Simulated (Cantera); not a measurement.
A closed system holds: 1 mol CS2, 0.042 mol SO2, 0.12 mol H2, equilibrated at 16.0 Pa.

Cantera equilibrium calculation (NASA polynomials, part measured and part estimated; ideal gas, pure solids and liquids). Candidate condensed phases: C, C6H6, C7H8, C8H18, H2O, H2SO4, S; 123 gas species. Kinetics and transport are ignored. All values below are at 1898 K.

Base state: CS 0.389, S2 0.227, CS2 0.186, H2 0.0638, S 0.0593, CO 0.0527, H 0.0156, SH 0.00677 (mole fractions); condensed: gas only.

Q: What changes in the equilibrium state with this change: SO2 from 0.042 to 0.52 mol?

A: 
```tsv
species	before	after
S2	0.227	0.449
CO	0.0527	0.395
S	0.0593	0.0834
CS	0.389	1.49e-6
SO	3.02e-9	0.0117
CS2	0.186	1.00e-6
H2	0.0638	0.0371
H	0.0156	0.0119
CO2	<1e-9	0.00209
H2O	<1e-9	0.000825
SO2	<1e-9	0.000595
S2O	<1e-9	7.02e-5
```

Q: What changes in the equilibrium state with this change: CS2 replaced by H2S?

A: 
| species | before | after |
|---|---|---|
| H2 | 0.0638 | 0.576 |
| S2 | 0.227 | 0.245 |
| S | 0.0593 | 0.0616 |
| CS | 0.389 | 0 |
| CS2 | 0.186 | 0 |
| CO | 0.0527 | 0 |
| H2O | <1e-9 | 0.0263 |
| SO | 3.02e-9 | 0.0177 |
| SH | 0.00677 | 0.0212 |
| H | 0.0156 | 0.0469 |
| SO2 | <1e-9 | 0.00185 |
| OH | <1e-9 | 0.000175 |
| S2O | <1e-9 | 7.85e-5 |
| O | <1e-9 | 1.07e-5 |
